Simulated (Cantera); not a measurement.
Input: 1 mol B2O3, 17 mol H2O, equilibrated at 1727 °C and 290 Pa.

Method: chemical equilibrium by Gibbs-energy minimisation in Cantera with the NASA 1993 tables (ideal gas, pure condensed phases). Kinetics and transport are ignored.

```csv
species,before,after
H2O,0.822,0.847
HBO2,0.103,0.105
H2,0.0360,0.0237
O2,0.0149,0.00969
OH,0.0131,0.00852
BO,5.81e-5,2.39e-5
O,0.00152,0.000628
H,0.00573,0.00239
BO2,0.00198,0.00128
HBO,2.52e-5,1.63e-5
B2O3,0.00136,0.00137
```
Gas species are given as mole fractions.

What was changed between the two runs?
A. pressure from 290 Pa to 12000 Pa
B. pressure from 290 Pa to 1100 Pa
C. H2O from 17 to 0.42 mol
D. temperature from 1727 °C to 977 °C

B, pressure from 290 Pa to 1100 Pa
